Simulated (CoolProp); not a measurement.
Vapour-liquid equilibrium of carbon dioxide (1) + carbonyl sulfide (2) at -20.05 °C; x and y are mole fractions of (1).

Computed with CoolProp (multi-fluid Helmholtz-energy mixture model, Span 1996 and Lemmon 2006; pair parameters Bell 2016).

```csv
x,bubble pressure (bar),y at the bubble point,dew pressure at overall composition x (bar),liquid density (mol/L)
0.05,4.853,0.313,3.578,…
0.125,6.769,0.526,…,18.92
0.2,…,0.636,4.213,19.22
0.275,9.847,0.703,4.618,19.53
0.35,11.10,…,5.108,19.85
0.425,12.22,0.787,5.708,…
0.5,…,0.818,6.459,20.51
0.575,14.21,0.844,7.423,20.87
0.65,15.14,0.870,…,21.24
0.725,16.07,0.895,10.39,21.65
0.8,17.01,0.920,12.64,22.08
0.875,…,0.948,15.34,22.55
0.95,18.98,0.978,18.05,23.07
```

Q: Some entries are withheld; supply them.

A: 
- 0.05, liquid density (mol/L): 18.62
- 0.125, dew pressure at overall composition x (bar): 3.870
- 0.2, bubble pressure (bar): 8.418
- 0.35, y at the bubble point: 0.751
- 0.425, liquid density (mol/L): 20.17
- 0.5, bubble pressure (bar): 13.24
- 0.65, dew pressure at overall composition x (bar): 8.690
- 0.875, bubble pressure (bar): 17.97

No azeotrope shows between x = 0.05 and 0.95.

The pair parameters rest on a limited set of measurements; away from them the model extrapolates.
